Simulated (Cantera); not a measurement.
Charge: 1 mol Si, 0.14 mol H2O, 5.3 mol H2, at 1548 K and 1 atm.

These are equilibrium values from Cantera (NASA tables, ideal gas, pure condensed phases), not measurements of a reactor. Candidate condensed phases: H2O, Si, SiO2; 18 gas species. Mutual solubility and eutectic melting of coexisting phases are not modelled. The tables hold silica as quartz up to 1696 K and as liquid above; real silica turns to tridymite and cristobalite and melts near 1996 K. Equilibrium is a limit: real reactors are often held back by kinetics, nucleation or transport.

Base state: H2 0.999, SiO 0.00119, H 3.06e-5 (mole fractions); condensed: Si(s) + SiO2(β-quartz).

### Question
What changes in the equilibrium state with this change: pressure from 1 atm to 10.0 mbar?

### Answer
| species | before | after |
|---|---|---|
| H2 | 0.999 | 0.975 |
| SiO | 0.00119 | 0.0251 |
| H | 3.06e-5 | 0.000304 |
| Si(s), mol | 0.927 | 0.860 |
| SiO2(β-quartz), mol | 0.0667 | 0 |

### Question
What changes in the equilibrium state with this change: temperature from 1548 K to 1425 K?

### Answer
```csv
species,before,after
H2,0.999,1.000
SiO,0.00119,0.000121
H,3.06e-5,6.78e-6
"Si(s), mol",0.927,0.930
"SiO2(β-quartz), mol",0.0667,0.0697
```
